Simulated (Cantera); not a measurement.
Standard-state values (1 bar) from the NASA 1993 polynomials, evaluated with Cantera. Values are per mole of reaction as written; species without (g) are pure solids or liquids, kept so even where they would boil at 1 bar.

Problem. Between 300 and 1798 K, where is each reaction favourable under standard conditions?
- 2 BF₃(g) + 3 Cl₂(g) ⇌ 2 BCl₃(g) + 3 F₂(g)
- BF₃(g) + 3 Cl(g) ⇌ BCl₃(g) + 3 F(g)

Solution. 
- 2 BF₃(g) + 3 Cl₂(g) ⇌ 2 BCl₃(g) + 3 F₂(g): ΔG° is 1462 kJ at 300 K and 1426 kJ at 1798 K; it stays positive (K < 1). ΔH° is 1478 kJ and ΔS° 29 J/K at 1798 K.
- BF₃(g) + 3 Cl(g) ⇌ BCl₃(g) + 3 F(g): ΔG° is 602 kJ at 300 K and 566 kJ at 1798 K; it stays positive (K < 1). ΔH° is 611 kJ and ΔS° 25 J/K at 1798 K.
